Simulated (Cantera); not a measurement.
Mixture: H2 : O2 : N2 : NO = 1 : 1.19 : 4.48 : 0.012 (molar parts), at 16.0 bar, adiabatic and at constant pressure. Ignition delay is the time to a rise of 400 K.

Computed with Cantera and GRI-Mech 3.0 (53 species, 325 reactions). The hydrogen kinetics of GRI-Mech 3.0 are dated; newer H2 mechanisms differ, most at raised pressure. The pressure lies above the range GRI-Mech 3.0 was tuned for (to about 10 atm). The mechanism lacks 2 NO + O2 → 2 NO2 and HONO, so NO2 and the effect of NO are under-described below about 1400 K.

Question: Predict: delay at 1125 K; delay at 1175 K; delay at 1225 K; delay at 1275 K; delay at 1325 K; delay at 1375 K; delay at 1425 K; apparent activation energy between 1325 and 1425 K.

Answer: 
```
Quantity                                                 Value
--------------------------------------------------  ----------
delay at 1125 K                                        66.8 µs
delay at 1175 K                                        31.8 µs
delay at 1225 K                                        14.8 µs
delay at 1275 K                                        7.19 µs
delay at 1325 K                                        3.93 µs
delay at 1375 K                                        2.47 µs
delay at 1425 K                                        1.74 µs
apparent activation energy between 1325 and 1425 K  130 kJ/mol
```
